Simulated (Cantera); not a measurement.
What does this Cantera script print?

```python
import numpy as np
import cantera as ct

gas_names = [...]  # 136 gases of nasa_gas.yaml made of C, H, N, O
cond_names = """
    C(gr) C6H6(L) C7H8(L) C8H18(L),n-octa H2O(s) H2O(L)
""".split()


# ... load() reads the species with a 1 bar reference pressure and builds the phases ...
atoms = {
    'CO': {'C': 1, 'O': 1},
    'NH3': {'N': 1, 'H': 3},
    'N2': {'N': 2},
    'O2': {'O': 2},
}
top_T = {'C(gr)': 4500}  # K; cautious upper limits of use, not melting points


# ... equilibrate(T, P, feed) seeds the gas with the atoms and calls Mixture.equilibrate('TP', solver="vcs", rtol=1e-11, max_steps=5000) ...
results = []
feed = {'CO': 1, 'NH3': 0.062, 'N2': 36, 'O2': 0.0068}  # mol
P = 88  # Pa
for T in [1648, 1798, 1948, 2098, 2248, 2398, 2548, 2698, 2848]:
    mix = equilibrate(T, P, feed)
    results.append((T, P, feed, dict(zip(mix.species_names, mix.species_moles))))
    x = sorted(zip(gas.X, gas.species_names), reverse=True)
    print(f"T = {T:g} K  P = {P:g} Pa  gas = {mix.phase_moles(0):.4g} mol")
    print("   x: " + "  ".join(f"{s} {v:.3e}" for v, s in x if v > 1e-05))
    print("   condensed (mol): " + ("  ".join(f"{mix.phase(i).name} {mix.phase_moles(i):.4g}"
          for i in range(1, mix.n_phases) if mix.phase_moles(i) > 1e-12) or "none"))
```

It prints:

```
T = 1648 K  P = 88 Pa  gas = 37.13 mol
   x: N2 9.705e-01  CO 2.665e-02  H2 2.351e-03  CO2 2.853e-04  H 1.456e-04  H2O 8.067e-05
   condensed (mol): none
T = 1798 K  P = 88 Pa  gas = 37.13 mol
   x: N2 9.703e-01  CO 2.665e-02  H2 2.144e-03  H 5.495e-04  CO2 2.784e-04  H2O 8.537e-05
   condensed (mol): none
T = 1948 K  P = 88 Pa  gas = 37.15 mol
   x: N2 9.698e-01  CO 2.664e-02  H2 1.651e-03  H 1.548e-03  CO2 2.754e-04  H2O 7.496e-05
   condensed (mol): none
T = 2098 K  P = 88 Pa  gas = 37.18 mol
   x: N2 9.690e-01  CO 2.665e-02  H 3.108e-03  H2 8.979e-04  CO2 2.443e-04  O 4.120e-05  H2O 4.062e-05  NO 2.136e-05  OH 1.668e-05
   condensed (mol): none
T = 2248 K  P = 88 Pa  gas = 37.21 mol
   x: N2 9.682e-01  CO 2.675e-02  H 4.349e-03  H2 3.084e-04  O 1.642e-04  CO2 1.274e-04  NO 4.542e-05  OH 1.688e-05
   condensed (mol): none
T = 2398 K  P = 88 Pa  gas = 37.23 mol
   x: N2 9.679e-01  CO 2.683e-02  H 4.823e-03  O 2.757e-04  H2 8.247e-05  NO 4.396e-05  CO2 3.616e-05
   condensed (mol): none
T = 2548 K  P = 88 Pa  gas = 37.23 mol
   x: N2 9.678e-01  CO 2.685e-02  H 4.949e-03  O 3.221e-04  NO 3.157e-05  H2 2.253e-05  N 1.499e-05
   condensed (mol): none
T = 2698 K  P = 88 Pa  gas = 37.23 mol
   x: N2 9.677e-01  CO 2.686e-02  H 4.981e-03  O 3.405e-04  N 5.307e-05  NO 2.164e-05
   condensed (mol): none
T = 2848 K  P = 88 Pa  gas = 37.23 mol
   x: N2 9.676e-01  CO 2.686e-02  H 4.991e-03  O 3.493e-04  N 1.645e-04  NO 1.506e-05
   condensed (mol): none
```

Cantera equilibrium calculation (NASA polynomials, part measured and part estimated; ideal gas, pure solids and liquids).
